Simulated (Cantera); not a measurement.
Input: 1 mol Si, a varied amount of Cl2, equilibrated at 4.40 Pa.

Cantera equilibrium calculation (NASA polynomials, part measured and part estimated; ideal gas, pure solids and liquids). Candidate condensed phases: Si; 9 gas species. The tables' values for SiCl3 are old estimates. Equilibrium is a limit: real reactors are often held back by kinetics, nucleation or transport.

Problem. What condenses at these points (T in K, n(Cl2) in mol): (1473, 0.98); (1273, 5.2); (1073, 2); (1473, 1.2); (1273, 2)?

Solution. 
```
T (K)  n(Cl2) in mol  condensed phases  Si condensed (%)
-----  -------------  ----------------  ----------------
1473            0.98                Si               2.6
1273             5.2          gas only               0.0
1073               2          gas only               0.0
1473             1.2          gas only               0.0
1273               2          gas only               0.0
```
